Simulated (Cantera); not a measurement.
A closed system holds: 1 mol AlCl3, 4.4 mol NH3, 720 mol N2, 0.013 mol HCl, held at 25.5 Torr.

These are equilibrium values from Cantera (NASA tables, ideal gas, pure condensed phases), not measurements of a reactor. Candidate condensed phases: Al, AlCl3, AlN, NH4Cl; 20 gas species. Rates play no part.

Problem. Which condensed phases are stable at each of these points (T (°C)): 1200, 1250, 1300, 1350, 1400, 1450, 1500, 1550, 1600, 1650?

Solution. 
```csv
T (°C),condensed phases,Al condensed (%)
1200,AlN(s),40.0
1250,AlN(s),12.8
1300,gas only,0.0
1350,gas only,0.0
1400,gas only,0.0
1450,gas only,0.0
1500,gas only,0.0
1550,gas only,0.0
1600,gas only,0.0
1650,gas only,0.0
```

From 1200 °C to 1250 °C the condensed part is AlN(s). From 1300 °C to 1650 °C nothing is condensed.
